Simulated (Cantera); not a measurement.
Cantera run, input and output.

```python
import numpy as np
import cantera as ct

gas = ct.Solution("SiF4_NH3_mec.yaml", "gas")
gas.TPX = 1825, 13332, {'NH3': 1, 'N2': 19}
reactor = ct.IdealGasConstPressureReactor(gas, energy="off", clone=False)
net = ct.ReactorNet([reactor])
net.rtol, net.atol = 1e-08, 1e-18
show = ['NH3', 'N2H2', 'N', 'N2H4', 'H', 'N2']
times = np.geomspace(3e-05, 3, 9)

steps = ct.SolutionArray(gas, extra=["t"])
rows = []
print(f"{'t/s':>10s}{'T/K':>9s}{'P/Pa':>11s}" + "".join(f"{s:>11s}" for s in show))
for t in times:
    while net.time < t:
        t_next = net.step()
        steps.append(gas.state, t=t_next)
    rows.append([np.interp(t, steps.t, y) for y in (steps.T, steps.P, *steps(*show).X.T)])
    print(f"{t:10.3e}{rows[-1][0]:9.1f}{rows[-1][1]:11.4g}" + "".join(f"{x:11.3e}" for x in rows[-1][2:]))
rate = np.gradient(steps.T, steps.t)
print("integrator steps:", len(steps.t))
if steps.T.max() > steps.T[0] + 200:
    print(f"time of steepest temperature rise: {steps.t[rate.argmax()]:.4e} s")
gas.TPX = 1825, 13332, {'NH3': 1, 'N2': 19}
gas.equilibrate("TP")
print(f"equilibrium (TP): T = {gas.T:.1f} K  " + "  ".join(f"{s} {gas[s].X[0]:.3e}" for s in show))
```

It prints:

```
       t/s      T/K       P/Pa        NH3       N2H2          N       N2H4          H         N2
 3.000e-05   1825.0  1.333e+04  5.000e-02  4.789e-13  5.504e-16  4.859e-14  7.906e-08  9.500e-01
 1.265e-04   1825.0  1.333e+04  5.000e-02  1.975e-11  7.878e-14  1.277e-12  8.259e-08  9.500e-01
 5.335e-04   1825.0  1.333e+04  4.999e-02  4.571e-10  8.177e-12  2.470e-11  8.342e-08  9.500e-01
 2.250e-03   1825.0  1.333e+04  4.996e-02  1.065e-08  4.344e-10  4.381e-10  1.068e-07  9.500e-01
 9.487e-03   1825.0  1.333e+04  4.976e-02  1.527e-07  5.212e-09  5.179e-09  5.511e-07  9.499e-01
 4.001e-02   1825.0  1.333e+04  4.842e-02  2.363e-07  4.217e-08  6.272e-09  2.818e-06  9.493e-01
 1.687e-01   1825.0  1.333e+04  4.306e-02  1.914e-07  1.773e-07  3.513e-09  9.566e-06  9.470e-01
 7.114e-01   1825.0  1.333e+04  2.748e-02  9.848e-08  3.107e-07  1.345e-09  2.943e-05  9.403e-01
 3.000e+00   1825.0  1.333e+04  6.194e-03  1.427e-08  2.766e-07  1.345e-10  7.976e-05  9.312e-01
integrator steps: 1057
equilibrium (TP): T = 1825.0 K  NH3 6.724e-08  N2H2 7.878e-15  N 1.491e-10  N2H4 2.027e-19  H 3.241e-04  N2 9.284e-01
```

Detailed kinetics in Cantera: the gas-phase N/H chemistry of the illustrative SiF4/NH3 mechanism in the Surface Chemkin manual (1991). Walls and surfaces, which speed up NH3 decomposition in real reactors, are not modelled.
